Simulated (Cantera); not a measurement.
Charge: 1 mol Si, 4.3 mol CO2, 1.4 mol H2, held at 925 K and 750 Torr.

These are equilibrium values from Cantera (NASA tables, ideal gas, pure condensed phases), not measurements of a reactor. Candidate condensed phases: C, C6H6, C7H8, C8H18, H2O, Si, SiC, SiO2; 123 gas species. Kinetics and transport are ignored.

Base state: CO2 0.388, CO 0.359, H2 0.161, H2O 0.0860, CH4 0.00589 (mole fractions); condensed: C(graphite) + SiO2(β-quartz).

Q: What changes in the equilibrium state with this change: pressure from 750 Torr to 100 Torr?

A: 
```csv
species,before,after
CO,0.359,0.420
CO2,0.388,0.335
H2,0.161,0.176
H2O,0.0860,0.0693
CH4,0.00589,0.000198
"C(graphite), mol",0.230,0
"SiO2(β-quartz), mol",1.00,1.00
```
